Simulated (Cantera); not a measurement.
A freely propagating, adiabatic, planar premixed flame of H2 : O2 : N2 : H2O = 1 : 0.725 : 2.72 : 0.52 (molar parts), equivalence ratio 0.69, unburnt at 600 K and 101000 Pa; mixture-averaged transport, grid criteria slope 0.08 and curve 0.16, no radiation.

Computed with Cantera and the H2/O2 subset of GRI-Mech 3.0, which has no nitrogen chemistry. Burning velocities carry a grid error of a few per cent, more on coarse grids. Lean hydrogen flames are cellular in practice and burn faster than this planar one.

x: mole fraction of selected species; z is measured from the peak of heat release.

```json
[
 {"z (mm)": "-1.18", "T (K)": "600", "u (m/s)": "3.77", "x H2": "0.201", "x O2": "0.146", "x H2O": "0.105", "x H": "<1e-8", "x H2O2": "<1e-8", "x O": "<1e-8"},
 {"z (mm)": "-0.789", "T (K)": "600", "u (m/s)": "3.77", "x H2": "0.201", "x O2": "0.146", "x H2O": "0.105", "x H": "<1e-8", "x H2O2": "<1e-8", "x O": "<1e-8"},
 {"z (mm)": "-0.591", "T (K)": "600", "u (m/s)": "3.77", "x H2": "0.201", "x O2": "0.146", "x H2O": "0.105", "x H": "<1e-8", "x H2O2": "<1e-8", "x O": "<1e-8"},
 {"z (mm)": "-0.394", "T (K)": "601", "u (m/s)": "3.76", "x H2": "0.199", "x O2": "0.146", "x H2O": "0.105", "x H": "<1e-8", "x H2O2": "8.90e-8", "x O": "[?]"},
 {"z (mm)": "-0.197", "T (K)": "634", "u (m/s)": "3.91", "x H2": "0.183", "x O2": "0.148", "x H2O": "0.110", "x H": "5.11e-5", "x H2O2": "1.37e-5", "x O": "[?]"},
 {"z (mm)": "-0.0986", "T (K)": "835", "u (m/s)": "5.01", "x H2": "0.148", "x O2": "0.143", "x H2O": "0.134", "x H": "0.00175", "x H2O2": "3.28e-5", "x O": "[?]"},
 {"z (mm)": "0", "T (K)": "1180", "u (m/s)": "6.92", "x H2": "0.0888", "x O2": "0.116", "x H2O": "0.196", "x H": "0.00997", "x H2O2": "1.26e-5", "x O": "[?]"},
 {"z (mm)": "0.0986", "T (K)": "1440", "u (m/s)": "8.38", "x H2": "0.0410", "x O2": "0.0809", "x H2O": "0.259", "x H": "0.0167", "x H2O2": "5.59e-6", "x O": "[?]"},
 {"z (mm)": "0.197", "T (K)": "1585", "u (m/s)": "9.18", "x H2": "0.0230", "x O2": "0.0645", "x H2O": "0.286", "x H": "0.0156", "x H2O2": "3.26e-6", "x O": "[?]"},
 {"z (mm)": "0.394", "T (K)": "1730", "u (m/s)": "9.96", "x H2": "0.0153", "x O2": "0.0570", "x H2O": "0.303", "x H": "0.00985", "x H2O2": "1.63e-6", "x O": "[?]"},
 {"z (mm)": "0.789", "T (K)": "1850", "u (m/s)": "10.6", "x H2": "0.0103", "x O2": "0.0538", "x H2O": "0.314", "x H": "0.00470", "x H2O2": "8.78e-7", "x O": "[?]"},
 {"z (mm)": "1.58", "T (K)": "1936", "u (m/s)": "11.0", "x H2": "0.00573", "x O2": "0.0520", "x H2O": "0.324", "x H": "0.00174", "x H2O2": "5.18e-7", "x O": "[?]"},
 {"z (mm)": "3.15", "T (K)": "1986", "u (m/s)": "11.2", "x H2": "0.00262", "x O2": "0.0514", "x H2O": "0.331", "x H": "0.000507", "x H2O2": "3.14e-7", "x O": "[?]"}
]
```

**Question.** Fill in the missing entries.

**Answer.** 
- -0.394, x O: 2.78e-8
- -0.197, x O: 7.83e-6
- -0.0986, x O: 0.000230
- 0, x O: 0.00250
- 0.0986, x O: 0.00616
- 0.197, x O: 0.00728
- 0.394, x O: 0.00607
- 0.789, x O: 0.00387
- 1.58, x O: 0.00203
- 3.15, x O: 0.000908
